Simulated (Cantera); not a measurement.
Input: 1 mol FeS2, 4.4 mol H2, 0.32 mol H2O, equilibrated at 750 Torr.

These are equilibrium values from Cantera (NASA tables, ideal gas, pure condensed phases), not measurements of a reactor. Candidate condensed phases: Fe, FeO, Fe(OH)2, Fe(OH)3, FeS, FeSO4, FeS2, Fe2O3, Fe2(SO4)3, Fe3O4, H2O, H2SO4, S; 22 gas species. FeS: taken at fixed stoichiometry. Gases not in the tables: S3 to S7. Rates play no part.

x: gas mole fraction; n: condensed amount in mol.

```tsv
T (°C)	x H2	x H2S	x H2O	x S2	x SH	x H	n FeS(s)	n FeS(l)
902	0.720	0.212	0.0678	0.000118	2.87e-5	1.04e-7	1.00	0
952	0.721	0.211	0.0678	0.000250	5.71e-5	2.65e-7	1.00	0
1002	0.721	0.211	0.0678	0.000498	0.000107	6.26e-7	1.00	0
1052	0.722	0.210	0.0677	0.000938	0.000192	1.39e-6	1.00	0
1102	0.723	0.208	0.0677	0.00167	0.000328	2.91e-6	1.00	0
1152	0.724	0.205	0.0676	0.00283	0.000536	5.80e-6	1.00	0
1202	0.726	0.201	0.0675	0.00453	0.000840	1.11e-5	0	1.00
1252	0.729	0.195	0.0673	[?]	[?]	[?]	0	1.00
1302	0.733	0.188	0.0670	0.00993	0.00184	3.56e-5	0	1.00
1352	0.738	0.179	0.0668	[?]	[?]	[?]	0	1.000
1402	0.744	0.169	0.0664	0.0178	0.00347	0.000100	0	1.000
```

Question: Complete the blanks.

Answer: 
- 1352, x S2: 0.0136
- 1352, x SH: 0.00257
- 1352, x H: 6.06e-5
- 1252, x S2: 0.00689
- 1252, x SH: 0.00127
- 1252, x H: 2.02e-5
